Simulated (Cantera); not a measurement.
A closed system holds: 1 mol B2O3, 38 mol H2, at 2223.15 K and 56.0 mbar.

Cantera equilibrium calculation (NASA polynomials, part measured and part estimated; ideal gas, pure solids and liquids). Candidate condensed phases: B, B2O3, B3O3H3, H2O; 23 gas species. The numbers say what is thermodynamically allowed, not how fast it happens.

Base state: H2 0.921, H 0.0260, HBO 0.0200, HBO2 0.0140, H2O 0.00719, BO 0.00674, B2O3 0.00392, B2O2 0.000878 (mole fractions); condensed: gas only.

Q: What changes in the equilibrium state with this change: B2O3 replaced by B2H6?

A: 
| species | before | after |
|---|---|---|
| H2 | 0.921 | 0.972 |
| H | 0.0260 | 0.0267 |
| BH2 | 1.07e-6 | 0.00143 |
| HBO | 0.0200 | 0 |
| HBO2 | 0.0140 | 0 |
| H2O | 0.00719 | 0 |
| BO | 0.00674 | 0 |
| B(s), mol | 0 | 1.94 |
The feed counts by its element totals alone. The tables' values for BH2 are old estimates; treat these amounts as uncertain. Gases not in the tables: B2H6 and higher boranes.

Q: What changes in the equilibrium state with this change: H2 from 38 to 1.9 mol?

A: 
```tsv
species	before	after
H2	0.921	0.524
B2O3	0.00392	0.206
HBO2	0.0140	0.119
B2O2	0.000878	0.0190
BO	0.00674	0.0314
HBO	0.0200	0.0703
H	0.0260	0.0196
BO2	6.88e-5	0.000775
OH	2.93e-5	5.35e-5
H2O	0.00719	0.00989
```

Q: What changes in the equilibrium state with this change: pressure from 56.0 mbar to 18.0 mbar?

A: 
```csv
species,before,after
H2,0.921,0.901
H,0.0260,0.0454
HBO,0.0200,0.0175
BO,0.00674,0.0105
HBO2,0.0140,0.0136
OH,2.93e-5,5.66e-5
BO2,6.88e-5,0.000119
B2O2,0.000878,0.000686
```
